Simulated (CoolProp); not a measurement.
The numbers come from the reference Helmholtz-energy equation of state, Lemmon 2006 in CoolProp. It is a short technical equation, of lower accuracy than the large ones.

For carbonyl sulfide, give the phase and the Z, cp (kJ/(kg K)), speed of sound (m/s), Joule-Thomson coefficient (K/MPa) at 321.55 °C and 25 MPa.


- 321.55 °C and 25 MPa: supercritical; Z 0.836, cp 1.21, speed of sound 337, Joule-Thomson coefficient 2.12
